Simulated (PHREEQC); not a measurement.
A solution holds 0.028 mol/kgw NH4HF2, 0.0033 mol/kgw (NH4)2SiF6, 0.036 mol/kgw H3BO3 and 0.0115 mol/kgw H2SO4, at 25 °C. Closed to the air; pH follows from the charge balance.

The numbers come from PHREEQC with the ion-association model, wateq4f.dat.

No solid was allowed to form.

**Question.** Order these S species by the share of S that they hold, largest first: HSO4-, SO4-2, NH4SO4-.

**Answer.** SO4-2 (66 %), HSO4- (21 %), NH4SO4- (13 %)

The pH is 2.24 and the ionic strength 0.0502 mol/kgw. Saturation is exceeded, for instance for Quartz (slow to form), Chalcedony (slow to form); the values hold only as long as no solid forms. SiF6-2 is the database's only silicon fluoride. Real BF4- forms and hydrolyses slowly; the run takes it at equilibrium.
